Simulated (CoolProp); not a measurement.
Dimethyl ether along the isotherm 525 K: density (kg/m³) from the reference equation and from simpler models built on Tc = 400.4 K, pc = 53.37 bar, ω = 0.196; each cubic takes its own stable root.

Values from CoolProp's reference Helmholtz-energy equation of state, Wu 2011.

```
p (bar)          phase  reference
-------  -------------  ---------
0.422              gas     0.4459
0.75               gas     0.7932
1.33               gas      1.409
2.37               gas      2.518
4.22               gas      4.508
7.5                gas      8.087
13.3               gas      14.58
23.7               gas      26.78
42.2               gas      50.37
75       supercritical      98.98
133      supercritical      203.6
```

Problem. How far does each simpler model (ideal gas, Soave-Redlich-Kwong, Peng-Robinson) lie from the reference over these 11 states: mean and median of the absolute difference, and the worst?

Solution. 
- ideal gas: mean 7.1 %, median 2.1 %, worst -31.0 % at 525 K and 133 bar
- Soave-Redlich-Kwong: mean 1.4 %, median 0.3 %, worst -7.9 % at 525 K and 133 bar
- Peng-Robinson: mean 0.4 %, median 0.1 %, worst -2.7 % at 525 K and 133 bar
